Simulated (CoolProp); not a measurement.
Vapour-liquid equilibrium of propane (1) + toluene (2) at 60.05 °C; x and y are mole fractions of (1).

Model: multi-fluid Helmholtz-energy mixture model, Lemmon 2009 and Lemmon 2006; pair parameters Bell 2016, in CoolProp.

Give the bubble pressure and the first vapour's composition at x = 0.35, 0.5, 0.95. Is there an azeotrope?

x = 0.35: 9.332 bar, y = 0.980; x = 0.5: 12.08 bar, y = 0.985; x = 0.95: 19.75 bar, y = 0.997. No azeotrope shows between x = 0.05 and 0.95.

The pair parameters rest on a limited set of measurements; away from them the model extrapolates. The gap from Raoult's law changes sign with composition, which may be real or a fault of the pair parameters; it wasn't checked against measurements.
